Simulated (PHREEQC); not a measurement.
Dissolve 0.11 mol Cu(NO3)2, 0.001 mol HNO3 and 7.7e-05 mol FeCl3 per kg of water at 25 °C. Closed to the air; pH follows from the charge balance.

All values are PHREEQC results (ion-association model, phreeqc.dat), not measurements.

```
quantity                    before    after
------------------------  --------  -------
pH                            3.08     3.11
ionic strength (mol/kgw)     0.331    0.331
Cl- (mol/kgw)             0.000213  7.11e-5
```

Q: What was changed between the two runs?
(A) Cu(NO3)2 from 0.11 to 0.022 mol/kgw
(B) Cu(NO3)2 left out
(C) FeCl3 replaced by KCl at the same molality
(D) Cu(NO3)2 from 0.11 to 0.55 mol/kgw

A: C, FeCl3 replaced by KCl at the same molality

This is a speciation only: nothing precipitates in the calculation. Some of these states are supersaturated (in Hematite (slow to form), Goethite (slow to form), for instance).
